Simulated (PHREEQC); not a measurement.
Make-up at 20 °C: 0.25 mol/kgw NaCl and 0.00081 mol/kgw Na2B4O7. Closed to the air; pH follows from the charge balance.

Model: ion-association model, phreeqc.dat, run in PHREEQC.

```csv
quantity,before,after
pH,9.12,7.93
ionic strength (mol/kgw),0.252,0.693
H3BO3 (mol/kgw),0.00163,0.00303
H2BO3- (mol/kgw),0.00161,0.000213
```

Problem. What was changed between the two runs?
A. NaCl left out
B. diluted 10-fold with water
C. diluted 5-fold with water
D. Na2B4O7 from 0.00081 to 0.00405 mol/kgw
E. NaCl replaced by FeCl2 at the same molality

Solution. E, NaCl replaced by FeCl2 at the same molality

This is a speciation only: nothing precipitates in the calculation.
